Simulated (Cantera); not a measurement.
A freely propagating, adiabatic, planar premixed flame of H2 : O2 : N2 : H2O = 1 : 0.167 : 0.627 : 0.12 (molar parts), equivalence ratio 3.0, unburnt at 325 K and 100000 Pa; mixture-averaged transport, grid criteria slope 0.08 and curve 0.16, no radiation.

Computed with Cantera and the H2/O2 subset of GRI-Mech 3.0, which has no nitrogen chemistry. Burning velocities carry a grid error of a few per cent, more on coarse grids.

Q: How do the results move with these cheaper or finer settings: unity-Lewis-number transport; multicomponent transport; multicomponent+Soret transport; grid criteria slope 0.5, curve 1; grid criteria slope 0.25, curve 0.5; grid criteria slope 0.03, curve 0.06?

A: 
| setting | laminar burning velocity | thermal thickness | peak x(HO2) | peak x(O) | grid points |
|---|---|---|---|---|---|
| as above | 211 cm/s | 0.368 mm | 0.000429 | 0.000655 | 115 |
| unity-Lewis-number transport | 126 cm/s | 0.423 mm | 0.000263 | 0.000422 | 107 |
| multicomponent transport | 208 cm/s | 0.376 mm | 0.000420 | 0.000641 | 115 |
| multicomponent+Soret transport | 203 cm/s | 0.358 mm | 0.000441 | 0.000658 | 119 |
| grid criteria slope 0.5, curve 1 | 212 cm/s | 0.456 mm | 0.000417 | 0.000569 | 40 |
| grid criteria slope 0.25, curve 0.5 | 208 cm/s | 0.405 mm | 0.000417 | 0.000601 | 51 |
| grid criteria slope 0.03, curve 0.06 | 209 cm/s | 0.361 mm | 0.000431 | 0.000655 | 275 |
Unity Lewis numbers drop preferential diffusion, which matters most where H2 and H carry the flame; Soret adds thermal diffusion.
